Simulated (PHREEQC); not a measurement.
Consider water at 25 °C with 0.031 mol HBr and 0.018 mol FeCl3 per kg of water. Closed to the air; pH follows from the charge balance.

Model: ion-association model, phreeqc.dat, run in PHREEQC.

```csv
quantity,before,after
pH,1.57,1.53
ionic strength (mol/kgw),0.119,0.110
Cl- (mol/kgw),0.0479,0.0466
Fe+3 (mol/kgw),0.0105,0.00559
FeCl+2 (mol/kgw),0.00531,0.00709
FeOH+2 (mol/kgw),0.00117,0.00347
SI of Goethite (FeOOH),+2.95,+3.64
SI of Hematite (Fe2O3),+7.91,+9.44
```

Q: Name the change that produced these shifts.
(A) FeCl3 from 0.018 to 0.0198 mol/kgw
(B) temperature from 25 to 60 °C
(C) 0.017 mol/kgw Sr(OH)2 added
(D) FeCl3 from 0.018 to 0.009 mol/kgw
(E) 0.0044 mol/kgw Ca(OH)2 added

A: B, temperature from 25 to 60 °C

No solid was allowed to form. Some of these states are supersaturated (in Hematite (slow to form), Goethite (slow to form), for instance). Away from 25 °C the constants follow the database's enthalpies or fits; those with neither stay at their 25 °C values.
